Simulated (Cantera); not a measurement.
A Cantera script and what it prints.

```python
import numpy as np
import cantera as ct

gas_names = """
    Br Br2 H HBr H2 N NH NH2 NH3 N2 N2H2 N2H4 Si SiBr SiBr2 SiBr3 SiBr4 SiH SiHBr3 SiH2 SiH2Br2 SiH3
    SiH3Br SiH4 SiN Si2 Si2N Si3
""".split()
cond_names = """
    Br2(cr) Br2(L) Si(cr) Si(L) Si3N4(a)
""".split()


# ... load() reads the species with a 1 bar reference pressure and builds the phases ...
atoms = {
    'Si': {'Si': 1},
    'HBr': {'H': 1, 'Br': 1},
    'N2': {'N': 2},
}
top_T = {'Si3N4(a)': 2400}  # K; cautious upper limits of use, not melting points


# ... equilibrate(T, P, feed) seeds the gas with the atoms and calls Mixture.equilibrate('TP', solver="vcs", rtol=1e-11, max_steps=5000) ...
results = []
feed = {'Si': 1, 'HBr': 2.3, 'N2': 1.8}  # mol
T = 1275  # K
for P in [1, 6.8, 46, 320, 2200, 15000, 100000]:
    mix = equilibrate(T, P, feed)
    results.append((T, P, feed, dict(zip(mix.species_names, mix.species_moles))))
    x = sorted(zip(gas.X, gas.species_names), reverse=True)
    print(f"T = {T:g} K  P = {P:g} Pa  gas = {mix.phase_moles(0):.4g} mol")
    print("   x: " + "  ".join(f"{s} {v:.3e}" for v, s in x if v > 1e-05))
    print("   condensed (mol): " + ("  ".join(f"{mix.phase(i).name} {mix.phase_moles(i):.4g}"
          for i in range(1, mix.n_phases) if mix.phase_moles(i) > 1e-12) or "none"))
```

Result:

```
T = 1275 K  P = 1 Pa  gas = 3.874 mol
   x: N2 3.853e-01  HBr 2.713e-01  H2 1.611e-01  SiBr2 1.383e-01  Br 4.304e-02  SiBr3 7.020e-04  SiBr4 1.666e-04  H 9.357e-05  SiBr 2.463e-05
   condensed (mol): Si3N4(a) 0.1536
T = 1275 K  P = 6.8 Pa  gas = 3.731 mol
   x: HBr 3.749e-01  N2 3.734e-01  H2 1.208e-01  SiBr2 1.002e-01  Br 2.635e-02  SiBr3 2.118e-03  SiBr4 2.093e-03  H 3.107e-05  SiHBr3 1.654e-05
   condensed (mol): Si3N4(a) 0.2034
T = 1275 K  P = 46 Pa  gas = 3.571 mol
   x: HBr 4.547e-01  N2 3.651e-01  H2 9.469e-02  SiBr2 5.336e-02  SiBr4 1.414e-02  Br 1.388e-02  SiBr3 4.018e-03  SiHBr3 7.226e-05  Br2 1.637e-05  H 1.058e-05
   condensed (mol): Si3N4(a) 0.2481
T = 1275 K  P = 320 Pa  gas = 3.443 mol
   x: HBr 4.806e-01  N2 3.656e-01  H2 9.361e-02  SiBr4 3.443e-02  SiBr2 1.653e-02  Br 5.592e-03  SiBr3 3.490e-03  SiHBr3 1.646e-04  Br2 1.850e-05
   condensed (mol): Si3N4(a) 0.2706
T = 1275 K  P = 2200 Pa  gas = 3.392 mol
   x: HBr 4.697e-01  N2 3.702e-01  H2 1.041e-01  SiBr4 4.794e-02  SiBr2 3.897e-03  SiBr3 1.999e-03  Br 1.977e-03  SiHBr3 2.607e-04  Br2 1.590e-05
   condensed (mol): Si3N4(a) 0.2722
T = 1275 K  P = 15000 Pa  gas = 3.372 mol
   x: HBr 4.462e-01  N2 3.758e-01  H2 1.177e-01  SiBr4 5.730e-02  SiBr3 1.025e-03  SiBr2 8.561e-04  Br 6.764e-04  SiHBr3 3.710e-04  Br2 1.268e-05
   condensed (mol): Si3N4(a) 0.2664
T = 1275 K  P = 100000 Pa  gas = 3.361 mol
   x: HBr 4.189e-01  N2 3.817e-01  H2 1.325e-01  SiBr4 6.545e-02  SiBr3 5.122e-04  SiHBr3 5.080e-04  Br 2.318e-04  SiBr2 1.873e-04
   condensed (mol): Si3N4(a) 0.2587
```

These are equilibrium values from Cantera (NASA tables, ideal gas, pure condensed phases), not measurements of a reactor. N2 is the only nitrogen source here; it is nearly inert below about 1500 K, so the nitride shown seldom forms there in practice. The tables' values for SiBr3, SiBr are old estimates; treat these amounts as uncertain.
